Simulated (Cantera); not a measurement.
Input: 1 mol Si, 3.2 mol Cl2, equilibrated at 1148 K and 10.5 Torr.

These are equilibrium values from Cantera (NASA tables, ideal gas, pure condensed phases), not measurements of a reactor. Candidate condensed phases: Si; 9 gas species. Rates play no part.

Base state: Cl2 0.533, SiCl4 0.451, Cl 0.0165 (mole fractions); condensed: gas only.

Task: What changes in the equilibrium state with this change: pressure from 10.5 Torr to 41.3 Torr?

Result: 
| species | before | after |
|---|---|---|
| Cl2 | 0.533 | 0.539 |
| SiCl4 | 0.451 | 0.453 |
| Cl | 0.0165 | 0.00839 |
